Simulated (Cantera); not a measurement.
# Low-pressure radical oxidation in H2/O2

An isothermal, constant-pressure homogeneous reactor starts with H2 : O2 : N2 = 0.19 : 1 : 2.3 (molar parts), equivalence ratio 0.095, at 1248 K and 8.25 Torr.

Detailed kinetics in Cantera: the H2/O2 subset of GRI-Mech 3.0, which has no nitrogen chemistry. Radical loss at walls, strong at low pressure, is not modelled. The temperature is held fixed by assumption; the heat of reaction is taken as removed at once.

```
t (s)         x H2   x O2     x H2O     x HO2      x OH
--------  --------  -----  --------  --------  --------
1.00e-6     0.0544  0.287    <1e-12  2.83e-11    <1e-12
4.64e-6     0.0544  0.287    <1e-12  1.31e-10  2.08e-12
2.15e-5     0.0544  0.287  4.48e-12  6.10e-10  4.08e-11
0.000100    0.0544  0.287  3.44e-10   2.83e-9  6.33e-10
0.000464    0.0544  0.287   2.39e-8   1.32e-8   1.07e-8
0.00215     0.0543  0.286   6.98e-5   1.52e-7   2.06e-5
0.0100     0.00211  0.252    0.0431   1.14e-6   0.00330
0.0464     0.00165  0.256    0.0469   1.13e-6   0.00294
0.215     0.000537  0.263    0.0535   9.25e-7   0.00170
1.00       3.75e-5  0.266    0.0557   2.60e-7  0.000451
```
x: mole fraction; the columns are a selection and need not sum to one.

Equilibrium at this temperature and pressure: H2 3.45e-8, O2 0.267, H2O 0.0560, HO2 6.49e-9, OH 1.38e-5 (gas phase only).
